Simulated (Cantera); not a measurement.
A perfectly stirred reactor is fed with CH₃OH : O₂ : N₂ = 1 : 3.19 : 12 (molar parts), at 5.00 bar; it is adiabatic with a 325 K inlet, and is followed from long to short residence time, starting on the burning branch (τ in s: 0.35, 0.1, 0.029, 0.0083, 0.0024, 0.00069, 0.0002, 5.7e-05, 1.6e-05).

Cantera simulation using GRI-Mech 3.0 (53 species, 325 reactions); the numbers are that mechanism's predictions, not measurements. GRI-Mech 3.0 was tuned for natural gas; its chemistry of methanol as a main component is partial and can be far from experiment.

Task: What does this change do: CH3OH 1 to 1.3 parts?

Result: 
```tsv
quantity	before	after
blow-out, bracketed by the residence times tried	burning at 8.30 ms, out at 2.40 ms	burning at 0.690 ms, out at 0.200 ms
x(CH₃OH) at τ = 0.350 s	3.57e-6	8.15e-7
x(O₂) at τ = 0.350 s	0.101	0.0723
x(N₂O) at τ = 0.350 s	4.42e-7	3.37e-7
x(HCN) at τ = 0.350 s	1.24e-12	6.88e-11
x(CH₂CO) at τ = 0.350 s	<1e-12	<1e-12
x(CH₃OH) at τ = 2.40 ms	0.0618	3.51e-5
x(O₂) at τ = 2.40 ms	0.197	0.0731
x(N₂O) at τ = 2.40 ms	<1e-12	1.79e-6
x(HCN) at τ = 2.40 ms	<1e-12	2.29e-10
x(CH₂CO) at τ = 2.40 ms	<1e-12	3.07e-10
```
